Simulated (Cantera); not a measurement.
Charge: 1 mol Si, 0.52 mol O2, 3.3 mol N2, equilibrated at 1850 K and 7.50 Torr.

Equilibrium computed with Cantera from the NASA thermochemical tables; the gas is ideal and each condensed phase is pure. Candidate condensed phases: Si, SiO2, Si2N2O, Si3N4; 16 gas species. The tables hold silica as quartz up to 1696 K and as liquid above; real silica turns to tridymite and cristobalite and melts near 1996 K. Kinetics and transport are ignored.

Base state: N2 0.775, SiO 0.225 (mole fractions); condensed: SiO2(condensed).

What changes in the equilibrium state with this change: pressure from 7.50 Torr to 143 Torr?


```tsv
species	before	after
N2	0.775	0.961
SiO	0.225	0.0389
SiO2(condensed), mol	0.0400	0.319
Si2N2O(s), mol	0	0.279
```
Mutual solubility and eutectic melting of coexisting phases are not modelled.
